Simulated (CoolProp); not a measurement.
Model: reference Helmholtz-energy equation of state, Schroeder 2014, in CoolProp.

Problem. Give the vapour pressure (kPa), vapour Z, vapour viscosity (µPa s), liquid conductivity (mW/(m K)) of saturated ethanol at 344.7, 358.9, 387.3 K.

Solution. 
```
T (K)  p (kPa)  vapour Z  vapour viscosity (µPa s)  liquid conductivity (mW/(m K))
-----  -------  --------  ------------------------  ------------------------------
344.7     76.8     0.973                      10.2                             155
358.9      134     0.961                      10.6                             153
387.3      357     0.926                      11.4                             149
```

Viscosity comes from a separate model (Kiselev 2005). Thermal conductivity comes from a separate model (Assael 2013).
